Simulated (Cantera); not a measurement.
An isothermal, constant-pressure homogeneous reactor starts with 99.5 % N₂O, 0.527 % H₂O, at 1200 K and 0.210 bar.

Detailed kinetics in Cantera: GRI-Mech 3.0 (53 species, 325 reactions). GRI-Mech 3.0 was tuned for natural gas; its chemistry of N2O as a main component is partial and can be far from experiment. The mechanism lacks the step 2 NO + O2 → 2 NO2, which can matter for NO2 below about 1400 K. The temperature is held fixed by assumption; the heat of reaction is taken as removed at once.

### Question
Predict: x(N₂O) at 2.00 s; x(H₂O) at 2.00 s; x(NO) at 2.00 s; x(O) at 2.00 s; x(HO₂) at 2.00 s.

### Answer
```
Quantity                                            Value
----------------  ---------------------------------------
x(N₂O) at 2.00 s    0.688 (gas-phase equilibrium 6.69e-9)
x(H₂O) at 2.00 s  0.00473 (gas-phase equilibrium 0.00352)
x(NO) at 2.00 s   0.0196 (gas-phase equilibrium 0.000227)
x(O) at 2.00 s    1.66e-6 (gas-phase equilibrium 3.17e-8)
x(HO₂) at 2.00 s  5.56e-8 (gas-phase equilibrium 2.40e-9)
```
